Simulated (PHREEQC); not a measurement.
A solution holds 0.0027 mol/kgw LiBr and 6.4e-05 mol/kgw Na2CO3, at 25 °C. Closed to the air; pH follows from the charge balance.

Computed with PHREEQC (ion-association model, wateq4f.dat).

| Item | Result |
|---|---|
| pH | 9.68 |
| ionic strength | 0.00284 mol/kgw |
| total alkalinity | 0.128 meq/kg |

| species | molality | activity | log γ |
|---|---|---|---|
| Br- | 0.00270 | 0.00255 | -0.025 |
| Li+ | 0.00270 | 0.00255 | -0.025 |
| Na+ | 0.000128 | 0.000121 | -0.025 |
| OH- | 5.06e-5 | 4.77e-5 | -0.026 |
| HCO3- | 5.05e-5 | 4.77e-5 | -0.025 |
| CO3-2 | 1.34e-5 | 1.07e-5 | -0.099 |
| NaCO3- | 2.54e-8 | 2.40e-8 | -0.025 |
| CO2 | 2.25e-8 | 2.25e-8 | 0.000 |

No solid was allowed to form. Species that the database lacks are ignored.
